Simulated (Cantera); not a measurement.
Charge: 1 mol SiO2, 2.1 mol N2, 0.094 mol H2, equilibrated at 1.00 bar.

Equilibrium computed with Cantera from the NASA thermochemical tables; the gas is ideal and each condensed phase is pure. Candidate condensed phases: H2O, Si, SiO2, Si2N2O, Si3N4; 35 gas species. The tables hold silica as quartz up to 1696 K and as liquid above; real silica turns to tridymite and cristobalite and melts near 1996 K. Gases not in the tables: Si(OH)4. Kinetics and transport are ignored.

Q: Which condensed phases are stable at each of these points (T (°C)): 1352, 1427, 1502, 1577, 1652, 1727, 1802, 1877, 1952, 2027, 2102, 2177?

A: 
```csv
T (°C),condensed phases,Si condensed (%)
1352,SiO2(β-quartz),100.0
1427,SiO2(condensed),100.0
1502,SiO2(condensed),99.9
1577,SiO2(condensed),99.9
1652,SiO2(condensed),99.8
1727,SiO2(l),99.6
1802,SiO2(l),99.3
1877,SiO2(l),98.9
1952,SiO2(l),98.3
2027,SiO2(l),97.5
2102,SiO2(l),96.5
2177,SiO2(l),95.3
```

At 1352 °C the condensed part is SiO2(β-quartz). From 1427 °C to 1652 °C the condensed part is SiO2(condensed). From 1727 °C to 2177 °C the condensed part is SiO2(l).
